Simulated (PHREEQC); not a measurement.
1 kg of water holding 0.18 mol KCl and 0.0038 mol K2CO3 is evaporated at 40 °C; the solids stay in contact with the brine. CO2 is held at log p = -3.4 (atm). Solids allowed: Kalicinite, Sylvite. Others were left out.

Computed with PHREEQC (Pitzer model, pitzer.dat).

```json
[
 {"water left (kg)": "1", "ionic strength": "0.188", "water activity": "0.994", "Sylvite (mol)": "0"},
 {"water left (kg)": "0.8219", "ionic strength": "0.229", "water activity": "0.993", "Sylvite (mol)": "0"},
 {"water left (kg)": "0.6755", "ionic strength": "0.279", "water activity": "0.991", "Sylvite (mol)": "0"},
 {"water left (kg)": "0.4563", "ionic strength": "0.414", "water activity": "0.987", "Sylvite (mol)": "0"},
 {"water left (kg)": "0.375", "ionic strength": "0.505", "water activity": "0.984", "Sylvite (mol)": "0"},
 {"water left (kg)": "0.3082", "ionic strength": "0.614", "water activity": "0.981", "Sylvite (mol)": "0"},
 {"water left (kg)": "0.2533", "ionic strength": "0.748", "water activity": "0.976", "Sylvite (mol)": "0"},
 {"water left (kg)": "0.2082", "ionic strength": "[?]", "water activity": "0.971", "Sylvite (mol)": "0"},
 {"water left (kg)": "0.1711", "ionic strength": "1.11", "water activity": "0.965", "Sylvite (mol)": "0"},
 {"water left (kg)": "0.1156", "ionic strength": "1.65", "water activity": "0.948", "Sylvite (mol)": "0"},
 {"water left (kg)": "0.09502", "ionic strength": "2.00", "water activity": "0.937", "Sylvite (mol)": "0"},
 {"water left (kg)": "0.07808", "ionic strength": "2.44", "water activity": "0.923", "Sylvite (mol)": "0"},
 {"water left (kg)": "0.06418", "ionic strength": "2.97", "water activity": "0.906", "Sylvite (mol)": "0"},
 {"water left (kg)": "0.05276", "ionic strength": "3.61", "water activity": "0.885", "Sylvite (mol)": "0"},
 {"water left (kg)": "0.04335", "ionic strength": "4.40", "water activity": "0.859", "Sylvite (mol)": "0"},
 {"water left (kg)": "0.0293", "ionic strength": "5.62", "water activity": "0.818", "Sylvite (mol)": "0.0262"},
 {"water left (kg)": "0.02408", "ionic strength": "[?]", "water activity": "0.818", "Sylvite (mol)": "0.0544"},
 {"water left (kg)": "0.01979", "ionic strength": "5.73", "water activity": "0.817", "Sylvite (mol)": "0.0775"},
 {"water left (kg)": "0.01628", "ionic strength": "[?]", "water activity": "0.816", "Sylvite (mol)": "0.0964"},
 {"water left (kg)": "0.01338", "ionic strength": "5.90", "water activity": "0.815", "Sylvite (mol)": "0.112"},
 {"water left (kg)": "0.011", "ionic strength": "6.01", "water activity": "0.814", "Sylvite (mol)": "0.125"},
 {"water left (kg)": "0.007436", "ionic strength": "6.32", "water activity": "0.811", "Sylvite (mol)": "0.144"},
 {"water left (kg)": "0.006103", "ionic strength": "6.52", "water activity": "0.809", "Sylvite (mol)": "0.151"},
 {"water left (kg)": "0.005022", "ionic strength": "6.77", "water activity": "0.806", "Sylvite (mol)": "0.157"}
]
```

Question: Complete the blanks.

Answer: 
- 0.2082, ionic strength: 0.911
- 0.02408, ionic strength: 5.67
- 0.01628, ionic strength: 5.81

Constants without temperature data keep their 25 °C values here.
